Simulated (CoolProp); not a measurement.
Vapour-liquid equilibrium of toluene (1) + n-dodecane (2) at 187.85 °C; x and y are mole fractions of (1).

Model: multi-fluid Helmholtz-energy mixture model, Lemmon 2006 and Lemmon 2004; pair parameters Bell 2016, in CoolProp.

```json
[
 {"x": "0.05", "bubble pressure (MPa)": "0.06794", "y at the bubble point": "0.306", "dew pressure at overall composition x (MPa)": "0.05123", "liquid density (mol/L)": "3.741"},
 {"x": "0.125", "bubble pressure (MPa)": "0.1001", "y at the bubble point": "0.559", "dew pressure at overall composition x (MPa)": "0.05521", "liquid density (mol/L)": "3.906"},
 {"x": "0.2", "bubble pressure (MPa)": "0.1358", "y at the bubble point": "0.698", "dew pressure at overall composition x (MPa)": "0.05985", "liquid density (mol/L)": "4.083"},
 {"x": "0.275", "bubble pressure (MPa)": "0.1742", "y at the bubble point": "0.784", "dew pressure at overall composition x (MPa)": "0.06534", "liquid density (mol/L)": "4.275"},
 {"x": "0.35", "bubble pressure (MPa)": "0.2144", "y at the bubble point": "0.840", "dew pressure at overall composition x (MPa)": "0.07194", "liquid density (mol/L)": "4.483"},
 {"x": "0.425", "bubble pressure (MPa)": "0.2560", "y at the bubble point": "0.880", "dew pressure at overall composition x (MPa)": "0.08002", "liquid density (mol/L)": "4.710"},
 {"x": "0.5", "bubble pressure (MPa)": "0.2984", "y at the bubble point": "0.909", "dew pressure at overall composition x (MPa)": "0.09014", "liquid density (mol/L)": "4.958"},
 {"x": "0.575", "bubble pressure (MPa)": "0.3415", "y at the bubble point": "0.931", "dew pressure at overall composition x (MPa)": "0.1032", "liquid density (mol/L)": "5.231"},
 {"x": "0.65", "bubble pressure (MPa)": "0.3853", "y at the bubble point": "0.949", "dew pressure at overall composition x (MPa)": "0.1208", "liquid density (mol/L)": "5.532"},
 {"x": "0.725", "bubble pressure (MPa)": "0.4299", "y at the bubble point": "0.963", "dew pressure at overall composition x (MPa)": "0.1458", "liquid density (mol/L)": "5.868"},
 {"x": "0.8", "bubble pressure (MPa)": "0.4753", "y at the bubble point": "0.975", "dew pressure at overall composition x (MPa)": "0.1840", "liquid density (mol/L)": "6.243"},
 {"x": "0.875", "bubble pressure (MPa)": "0.5216", "y at the bubble point": "0.985", "dew pressure at overall composition x (MPa)": "0.2501", "liquid density (mol/L)": "6.668"},
 {"x": "0.95", "bubble pressure (MPa)": "0.5690", "y at the bubble point": "0.995", "dew pressure at overall composition x (MPa)": "0.3895", "liquid density (mol/L)": "7.150"}
]
```

No azeotrope shows between x = 0.05 and 0.95.

The pair parameters rest on a limited set of measurements; away from them the model extrapolates.
